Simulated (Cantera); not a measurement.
An adiabatic, constant-volume homogeneous reactor starts with C3H8 : O2 : N2 = 1 : 2.78 : 10.4 (molar parts), equivalence ratio 1.8, at 1725 K and 7.11 atm.

Detailed kinetics in Cantera: GRI-Mech 3.0 (53 species, 325 reactions). GRI-Mech 3.0 was tuned for natural gas; its chemistry of propane as a main component is partial and can be far from experiment. Above 3000 K some thermodynamic fits are extrapolated.

Problem. Predict: time of steepest temperature rise; temperature at 0.100 s; equilibrium temperature; x(O2) at 0.100 s; x(CO) at 0.100 s; x(NO2) at 0.100 s; x(HCO) at 0.100 s; x(HCN) at 0.100 s; x(CH2O) at 0.100 s.

Solution. 
| Property | Result |
|---|---|
| time of steepest temperature rise | 3.91 µs |
| temperature at 0.100 s | 3169 K |
| equilibrium temperature | 3169 K |
| x(O2) at 0.100 s | 0.000438 (gas-phase equilibrium 0.000438) |
| x(CO) at 0.100 s | 0.148 (gas-phase equilibrium 0.148) |
| x(NO2) at 0.100 s | 2.20e-7 (gas-phase equilibrium 2.20e-7) |
| x(HCO) at 0.100 s | 3.22e-6 (gas-phase equilibrium 3.22e-6) |
| x(HCN) at 0.100 s | 1.12e-6 (gas-phase equilibrium 1.12e-6) |
| x(CH2O) at 0.100 s | 1.01e-7 (gas-phase equilibrium 1.01e-7) |
